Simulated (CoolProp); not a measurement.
Vapour-liquid equilibrium of methane (1) + ethylene (2) at 0.331 MPa; x and y are mole fractions of (1).

Model: multi-fluid Helmholtz-energy mixture model, Setzmann 1991 and Smukala 2000; pair parameters Bell 2016, in CoolProp.

Problem. Give the bubble temperature and the first vapour's composition at x = 0.05, 0.35, 0.95. Is there an azeotrope?

Solution. x = 0.05: 178.8 K, y = 0.488; x = 0.35: 142.8 K, y = 0.964; x = 0.95: 129.1 K, y = 0.998. No azeotrope shows between x = 0.05 and 0.95.

The pair parameters rest on a limited set of measurements; away from them the model extrapolates.
